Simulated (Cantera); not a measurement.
Input (Python, Cantera):

```python
import numpy as np
import cantera as ct

gas = ct.Solution("gri30.yaml")
gas.TPX = 1300, 98000, {'CH3OH': 0.0051, 'O2': 0.013, 'N2': 1}
reactor = ct.IdealGasConstPressureReactor(gas, energy="off", clone=False)
net = ct.ReactorNet([reactor])
net.rtol, net.atol = 1e-08, 1e-18
show = ['CH3OH', 'O2', 'CH4', 'N2O', 'NO2', 'C2H2']
times = np.geomspace(8e-05, 60, 12)

steps = ct.SolutionArray(gas, extra=["t"])
rows = []
print(f"{'t/s':>10s}{'T/K':>9s}{'P/Pa':>11s}" + "".join(f"{s:>11s}" for s in show))
for t in times:
    while net.time < t:
        t_next = net.step()
        steps.append(gas.state, t=t_next)
    rows.append([np.interp(t, steps.t, y) for y in (steps.T, steps.P, *steps(*show).X.T)])
    print(f"{t:10.3e}{rows[-1][0]:9.1f}{rows[-1][1]:11.4g}" + "".join(f"{x:11.3e}" for x in rows[-1][2:]))
rate = np.gradient(steps.T, steps.t)
print("integrator steps:", len(steps.t))
if steps.T.max() > steps.T[0] + 200:
    print(f"time of steepest temperature rise: {steps.t[rate.argmax()]:.4e} s")
gas.TPX = 1300, 98000, {'CH3OH': 0.0051, 'O2': 0.013, 'N2': 1}
gas.equilibrate("TP")
print(f"equilibrium (TP): T = {gas.T:.1f} K  " + "  ".join(f"{s} {gas[s].X[0]:.3e}" for s in show))
```

It prints:

```
       t/s      T/K       P/Pa      CH3OH         O2        CH4        N2O        NO2       C2H2
 8.000e-05   1300.0    9.8e+04  5.009e-03  1.277e-02  7.287e-09  6.152e-13  1.638e-19  1.826e-14
 2.736e-04   1300.0    9.8e+04  5.006e-03  1.277e-02  7.473e-08  7.822e-12  1.016e-17  6.403e-14
 9.360e-04   1300.0    9.8e+04  4.996e-03  1.276e-02  5.311e-07  1.043e-10  6.451e-16  2.510e-13
 3.202e-03   1300.0    9.8e+04  4.856e-03  1.271e-02  1.572e-06  1.579e-09  7.397e-14  1.923e-12
 1.095e-02   1300.0    9.8e+04  2.860e-18  5.758e-03  5.034e-17  2.173e-07  5.429e-10 -3.582e-20
 3.746e-02   1300.0    9.8e+04  2.060e-22  5.253e-03  9.888e-23  3.747e-07  5.131e-09  8.953e-30
 1.281e-01   1300.0    9.8e+04  1.556e-21  5.240e-03 -2.906e-21  3.739e-07  6.675e-09  4.233e-31
 4.383e-01   1300.0    9.8e+04  2.066e-20  5.240e-03 -2.657e-19  2.377e-07  3.327e-09  2.272e-30
 1.499e+00   1300.0    9.8e+04  3.867e-21  5.241e-03 -4.946e-20  4.671e-08  1.926e-09  4.191e-28
 5.128e+00   1300.0    9.8e+04 -1.157e-20  5.241e-03  1.474e-21  5.342e-09  1.706e-09 -4.243e-29
 1.754e+01   1300.0    9.8e+04  7.023e-29  5.241e-03  3.401e-27  5.129e-09  1.703e-09  1.194e-30
 6.000e+01   1300.0    9.8e+04  1.510e-30  5.241e-03  1.675e-29  5.129e-09  1.704e-09  3.383e-31
integrator steps: 2415
equilibrium (TP): T = 1300.0 K  CH3OH 2.347e-33  O2 5.206e-03  CH4 1.321e-34  N2O 5.114e-09  NO2 1.177e-07  C2H2 9.506e-47
```

Detailed kinetics in Cantera: GRI-Mech 3.0 (53 species, 325 reactions). GRI-Mech 3.0 was tuned for natural gas; its chemistry of methanol as a main component is partial and can be far from experiment.
